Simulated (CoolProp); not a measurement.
Saturation properties of sulfur dioxide (Tc = 430.6 K, pc = 78.87 bar, ω = 0.256).

Model: reference Helmholtz-energy equation of state, Gao 2016, in CoolProp.

```tsv
T (K)	p (bar)	liquid density (kg/m³)	vapour density (kg/m³)	enthalpy of vaporisation (kJ/kg)
277.1	1.823	1425	5.288	376.9
288.7	2.825	1393	7.983	365.8
300.3	4.211	1361	11.65	354.2
311.9	6.070	1327	16.52	341.8
323.4	8.473	1292	22.82	328.6
335	11.56	1255	30.98	314.4
346.6	15.43	1216	41.41	298.9
358.2	20.18	1174	54.68	281.8
369.8	25.94	1128	71.61	262.8
381.4	32.83	1076	93.44	241.3
392.9	40.93	1018	122.0	216.4
```

It boils at 263.1 K under 1 atm.
